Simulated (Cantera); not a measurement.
## Thermodynamics of carbon deposition, reforming and gasification, feed C + NH3 + CO2

Charge: 1 mol C, a varied amount of NH3, 0.74 mol CO2, held at 1650 °C and 58.0 mbar.

These are equilibrium values from Cantera (NASA tables, ideal gas, pure condensed phases), not measurements of a reactor. Candidate condensed phases: C, C6H6, C7H8, C8H18, H2O; 136 gas species. Kinetics and transport are ignored.

```csv
n(NH3) (mol),x CO,x H2,x N2,x HCN,x H,x C2H2 (acetylene),x HNC,n C(graphite)
0.027,0.964,0.0260,0.00871,0.000162,0.000630,1.17e-5,7.95e-6,0.260
0.038,0.951,0.0361,0.0121,0.000225,0.000743,1.63e-5,1.10e-5,0.260
0.054,0.932,0.0504,0.0168,0.000313,0.000878,2.27e-5,1.54e-5,0.259
0.077,0.905,0.0699,0.0233,0.000434,0.00103,3.15e-5,2.13e-5,0.259
0.11,0.870,0.0960,0.0320,0.000596,0.00121,4.33e-5,2.93e-5,0.259
0.16,0.822,0.132,0.0440,0.000820,0.00142,5.96e-5,4.03e-5,0.258
0.22,0.770,0.170,0.0567,0.00106,0.00161,7.69e-5,5.19e-5,0.258
0.31,0.704,0.219,0.0730,0.00136,0.00183,9.91e-5,6.69e-5,0.257
0.45,0.621,0.281,0.0935,0.00174,0.00207,0.000127,8.57e-5,0.255
0.64,0.536,0.345,0.115,0.00214,0.00230,0.000156,0.000105,0.253
0.9,0.451,0.408,0.136,0.00253,0.00250,0.000184,0.000124,0.250
1.3,0.362,0.474,0.158,0.00294,0.00269,0.000214,0.000144,0.246
1.8,0.291,0.527,0.175,0.00327,0.00284,0.000238,0.000161,0.240
```
x: gas mole fraction; n: condensed amount in mol.

From 0.027 mol NH3 to 1.8 mol NH3 the condensed part is C(graphite). The main C-bearing gas is CO throughout.
